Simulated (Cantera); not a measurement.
# H2S + H2O + H2 (abatement and gas-phase synthesis)

A closed system holds: 1 mol H2S, 3.9 mol H2O, 1.3 mol H2, held at 1850 K.

These are equilibrium values from Cantera (NASA tables, ideal gas, pure condensed phases), not measurements of a reactor. Candidate condensed phases: H2O, H2SO4, S; 19 gas species. The ideal-gas law is rough above about 30 bar. Kinetics and transport are ignored.

From 0.0750 Torr to 225000 Torr nothing is condensed.

| P (Pa) | x H2O | x H2 | x H2S | x SO2 | x S2 | x SO | x H |
|---|---|---|---|---|---|---|---|
| 10 | 0.347 | 0.482 | 0.000346 | 0.0726 | 0.00610 | 0.0407 | 0.0374 |
| 120 | 0.407 | 0.462 | 0.00217 | 0.0592 | 0.0217 | 0.0271 | 0.0106 |
| 1400 | 0.476 | 0.414 | 0.00874 | 0.0390 | 0.0378 | 0.0137 | 0.00293 |
| 17000 | 0.536 | 0.358 | 0.0284 | 0.0204 | 0.0437 | 0.00549 | 0.000782 |
| 210000 | 0.581 | 0.298 | 0.0720 | 0.00851 | 0.0328 | 0.00176 | 0.000203 |
| 2500000 | 0.612 | 0.242 | 0.126 | 0.00260 | 0.0129 | 0.000415 | 5.30e-5 |
| 30000000 | 0.626 | 0.215 | 0.155 | 0.000399 | 0.00206 | 5.52e-5 | 1.44e-5 |
x: gas mole fraction; nothing condenses.
